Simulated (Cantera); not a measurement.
# Premixed flame

A freely propagating, adiabatic, planar premixed flame of 44.2 % H2, 13.0 % O2, 42.9 % N2, equivalence ratio 1.7, unburnt at 450 K and 5.00 bar; mixture-averaged transport, grid criteria slope 0.08 and curve 0.16, no radiation.

Detailed kinetics in Cantera: the H2/O2 subset of GRI-Mech 3.0, which has no nitrogen chemistry. The hydrogen kinetics of GRI-Mech 3.0 are dated; newer H2 mechanisms differ, most at raised pressure. Burning velocities carry a grid error of a few per cent, more on coarse grids.

```json
[
 {"z (mm)": "-0.145", "T (K)": "450", "u (m/s)": "6.47", "x H2": "0.442", "x O2": "0.130", "x H2O": "<1e-8", "x H2O2": "<1e-8", "x O": "<1e-8", "x H": "<1e-8"},
 {"z (mm)": "-0.0969", "T (K)": "450", "u (m/s)": "6.47", "x H2": "0.441", "x O2": "0.130", "x H2O": "<1e-8", "x H2O2": "<1e-8", "x O": "<1e-8", "x H": "<1e-8"},
 {"z (mm)": "-0.0727", "T (K)": "450", "u (m/s)": "6.47", "x H2": "0.441", "x O2": "0.130", "x H2O": "7.33e-8", "x H2O2": "<1e-8", "x O": "<1e-8", "x H": "<1e-8"},
 {"z (mm)": "-0.0485", "T (K)": "451", "u (m/s)": "6.48", "x H2": "0.441", "x O2": "0.130", "x H2O": "2.65e-6", "x H2O2": "2.02e-8", "x O": "2.50e-8", "x H": "<1e-8"},
 {"z (mm)": "-0.0242", "T (K)": "494", "u (m/s)": "7.00", "x H2": "0.431", "x O2": "0.131", "x H2O": "0.00119", "x H2O2": "1.51e-5", "x O": "5.87e-6", "x H": "1.85e-5"},
 {"z (mm)": "-0.0121", "T (K)": "806", "u (m/s)": "11.0", "x H2": "0.392", "x O2": "0.125", "x H2O": "0.0263", "x H2O2": "0.000100", "x O": "0.000237", "x H": "0.00323"},
 {"z (mm)": "0", "T (K)": "1274", "u (m/s)": "16.9", "x H2": "0.316", "x O2": "0.0942", "x H2O": "0.0989", "x H2O2": "3.50e-5", "x O": "0.00192", "x H": "0.0219"},
 {"z (mm)": "0.0121", "T (K)": "1613", "u (m/s)": "21.1", "x H2": "0.239", "x O2": "0.0474", "x H2O": "0.189", "x H2O2": "4.63e-6", "x O": "0.00360", "x H": "0.0457"},
 {"z (mm)": "0.0242", "T (K)": "1796", "u (m/s)": "23.4", "x H2": "0.198", "x O2": "0.0184", "x H2O": "0.243", "x H2O2": "2.31e-6", "x O": "0.00311", "x H": "0.0568"},
 {"z (mm)": "0.0485", "T (K)": "1956", "u (m/s)": "25.3", "x H2": "0.181", "x O2": "0.00326", "x H2O": "0.274", "x H2O2": "1.13e-6", "x O": "0.00194", "x H": "0.0544"},
 {"z (mm)": "0.0969", "T (K)": "2088", "u (m/s)": "26.7", "x H2": "0.186", "x O2": "0.000847", "x H2O": "0.282", "x H2O2": "5.81e-7", "x O": "0.00117", "x H": "0.0413"},
 {"z (mm)": "0.194", "T (K)": "2199", "u (m/s)": "27.9", "x H2": "0.192", "x O2": "0.000401", "x H2O": "0.287", "x H2O2": "3.14e-7", "x O": "0.000597", "x H": "0.0281"},
 {"z (mm)": "0.388", "T (K)": "2283", "u (m/s)": "28.8", "x H2": "0.197", "x O2": "0.000172", "x H2O": "0.292", "x H2O2": "1.66e-7", "x O": "0.000256", "x H": "0.0178"}
]
```
x: mole fraction of selected species; z is measured from the peak of heat release.

The laminar burning velocity comes out as 647 cm/s. The thermal thickness comes out as 0.0485 mm and the peak x(H2O2) is 0.000100. The peak x(O) is 0.00362, the peak x(H) is 0.0580 and the grid points is 111.
